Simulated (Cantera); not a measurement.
An adiabatic, constant-pressure homogeneous reactor starts with 9.48 % CH₄, 10.5 % O₂, 80.0 % N₂, at 1375 K and 900 Torr.

Detailed kinetics in Cantera: GRI-Mech 3.0 (53 species, 325 reactions).

**Question.** Predict: time of steepest temperature rise; temperature at 2.00 s; equilibrium temperature; x(O₂) at 2.00 s; x(CO₂) at 2.00 s.

**Answer.** 
```
Item                                                                Result
---------------------------------  ---------------------------------------
time of steepest temperature rise                                  11.0 ms
temperature at 2.00 s                                               2156 K
equilibrium temperature                                             2156 K
x(O₂) at 2.00 s                    7.55e-7 (gas-phase equilibrium 7.55e-7)
x(CO₂) at 2.00 s                     0.0154 (gas-phase equilibrium 0.0154)
```
